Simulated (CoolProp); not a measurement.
Model: reference Helmholtz-energy equation of state, Thol 2018, in CoolProp.

Q: For hydrogen chloride, give the phase and the density (kg/m³), cp (kJ/(kg K)), Joule-Thomson coefficient (K/MPa), isothermal compressibility (1/MPa) at 363.9 K and 388 bar; 363.9 K and 443 bar.

A: 
- 363.9 K and 388 bar: supercritical; density 793, cp 1.78, Joule-Thomson coefficient 0.289, isothermal compressibility 0.00709
- 363.9 K and 443 bar: supercritical; density 821, cp 1.70, Joule-Thomson coefficient 0.164, isothermal compressibility 0.00569
